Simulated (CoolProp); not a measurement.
Vapour pressure (kPa) of benzene: the reference equation beside estimates from Tc = 562.0 K, pc = 4906 kPa, ω = 0.211. Clausius-Clapeyron is anchored at 362.9 K with a constant enthalpy of vaporisation of 30.18 kJ/mol.

Model: reference Helmholtz-energy equation of state, Thol 2012, in CoolProp.

| T (K) | reference | Clausius-Clapeyron | van der Waals | Redlich-Kwong | Peng-Robinson |
|---|---|---|---|---|---|
| 362.9 | 135.3 | 135.3 | 643.0 | 208.7 | 135.9 |
| 381.1 | 222.3 | 218.1 | 834.6 | 326.1 | 222.0 |
| 399.3 | 346.9 | 336.6 | 1060 | 485.7 | 345.4 |
| 417.5 | 518.2 | 500.3 | 1323 | 694.8 | 515.5 |
| 435.7 | 746.0 | 719.4 | 1624 | 960.7 | 742.8 |
| 453.9 | 1041 | 1005 | 1965 | 1290 | 1038 |
| 472 | 1411 | 1365 | 2346 | 1688 | 1411 |
| 490.2 | 1874 | 1817 | 2773 | 2164 | 1879 |
| 508.4 | 2440 | 2368 | 3244 | 2724 | 2453 |

Absolute difference from the reference over all 9 rows, mean and median: Clausius-Clapeyron 2.7 and 3.0 %, van der Waals 151.7 and 117.7 %, Redlich-Kwong 30.5 and 28.8 %, Peng-Robinson 0.3 and 0.4 %.
